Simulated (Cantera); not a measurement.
Charge: 1 mol Cr, 24 mol H₂O, equilibrated at 2823.15 K.

These are equilibrium values from Cantera (NASA tables, ideal gas, pure condensed phases), not measurements of a reactor. Candidate condensed phases: Cr, Cr₂O₃, H₂O; 13 gas species. Gases not in the tables: CrO₂(OH)₂. The numbers say what is thermodynamically allowed, not how fast it happens.

At 1.30 bar, list the 4 most abundant gas species with their mole fractions, and the condensed phases.

H₂O 0.751, H₂ 0.115, OH 0.0494, H 0.0264. Condensed: Cr₂O₃(l).
